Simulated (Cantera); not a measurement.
Input: 1 mol Si, 5.1 mol HCl, 7.1 mol H2, at 1023.15 K and 82.5 Torr.

Equilibrium computed with Cantera from the NASA thermochemical tables; the gas is ideal and each condensed phase is pure. The tables' values for SiCl3 are old estimates; treat these amounts as uncertain. Kinetics and transport are ignored.

```
species       before     after
----------  --------  --------
H2             0.806     0.917
SiCl4         0.0833    0.0434
HCl            0.104    0.0198
SiHCl3       0.00546    0.0170
SiH2Cl2      3.96e-5  0.000741
SiCl2        4.61e-5  0.000758
SiCl3       0.000427   0.00125
Si(s), mol         0     0.447
```
Gas species are given as mole fractions.

Question: Name the change that produced these shifts.
A) HCl from 5.1 to 2.2 mol
B) temperature from 1023.15 K to 1350 K
C) temperature from 1023.15 K to 1325 K
D) temperature from 1023.15 K to 1323.15 K

Answer: A, HCl from 5.1 to 2.2 mol
